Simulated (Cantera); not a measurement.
Charge: 1 mol FeS, 2.4 mol SO2, 0.053 mol H2O, 0.23 mol H2S, held at 1948 K and 75.0 Torr.

Cantera equilibrium calculation (NASA polynomials, part measured and part estimated; ideal gas, pure solids and liquids). Candidate condensed phases: Fe, FeO, Fe(OH)2, Fe(OH)3, FeS, FeSO4, FeS2, Fe2O3, Fe2(SO4)3, Fe3O4, H2O, H2SO4, S; 22 gas species. The tables' stoichiometric FeO is somewhat more stable than real wüstite, so its field is too wide. FeO: taken at fixed stoichiometry. Kinetics and transport are ignored.

Base state: SO2 0.553, S2 0.265, SO 0.0761, H2O 0.0678, H2 0.0197, S2O 0.00716, SH 0.00458, S 0.00365 (mole fractions); condensed: FeO(l).

**Question.** What changes in the equilibrium state with this change: temperature from 1948 K to 1023.15 K?

**Answer.** 
| species | before | after |
|---|---|---|
| SO2 | 0.553 | 0.835 |
| H2O | 0.0678 | 0.100 |
| S2 | 0.265 | 0.0582 |
| SO | 0.0761 | 7.33e-5 |
| H2 | 0.0197 | 0.000346 |
| Fe | 0.000270 | <1e-9 |
| H | 0.000501 | <1e-9 |
| S | 0.00365 | 9.50e-9 |
| OH | 0.000156 | <1e-9 |
| Fe(OH)2 | 2.11e-5 | <1e-9 |
| FeO(l), mol | 0.999 | 0 |
| FeS(s), mol | 0 | 1.00 |
FeS: taken at fixed stoichiometry. Gases not in the tables: S3 to S7.
